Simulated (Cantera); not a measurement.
# Gas activation for diamond growth

An isothermal, constant-pressure homogeneous reactor starts with CH4 : H2 : CO2 : H2O = 0.024 : 1 : 0.0023 : 0.0014 (molar parts), at 1550 K and 34.5 Torr.

Model: GRI-Mech 3.0 (53 species, 325 reactions), integrated in Cantera. GRI-Mech 3.0 stops at C3 and has no aromatics, soot or wall deposition, so with more carbon than oxygen in the feed, carbon stays in small species such as C2H2 where larger ones or solid carbon would form. Radical loss at walls, strong at low pressure, is not modelled.

| t (s) | x CH4 | x H2 | x CO2 | x CH3 | x OH |
|---|---|---|---|---|---|
| 0.000200 | 0.0234 | 0.973 | 0.00224 | 2.35e-7 | 2.95e-11 |
| 0.000472 | 0.0234 | 0.973 | 0.00224 | 5.44e-7 | 7.04e-11 |
| 0.00111 | 0.0234 | 0.973 | 0.00224 | 1.27e-6 | 1.67e-10 |
| 0.00263 | 0.0233 | 0.973 | 0.00224 | 2.99e-6 | 3.95e-10 |
| 0.00621 | 0.0233 | 0.973 | 0.00224 | 7.03e-6 | 9.30e-10 |
| 0.0147 | 0.0233 | 0.973 | 0.00223 | 1.63e-5 | 2.16e-9 |
| 0.0346 | 0.0233 | 0.973 | 0.00220 | 3.51e-5 | 4.74e-9 |
| 0.0818 | 0.0232 | 0.973 | 0.00207 | 5.73e-5 | 8.16e-9 |
| 0.193 | 0.0230 | 0.973 | 0.00172 | 6.27e-5 | 1.02e-8 |
| 0.456 | 0.0226 | 0.972 | 0.00110 | 6.17e-5 | 1.24e-8 |
| 1.08 | 0.0216 | 0.972 | 0.000386 | 5.92e-5 | 1.50e-8 |
| 2.54 | 0.0195 | 0.973 | 3.41e-5 | 5.40e-5 | 1.63e-8 |
| 6.00 | 0.0158 | 0.975 | 2.99e-6 | 4.45e-5 | 1.66e-8 |
x: mole fraction; the columns are a selection and need not sum to one.

Equilibrium at this temperature and pressure: CH4 0.00208, H2 0.983, CO2 2.75e-11, CH3 6.29e-6, OH <1e-12 (gas phase only).
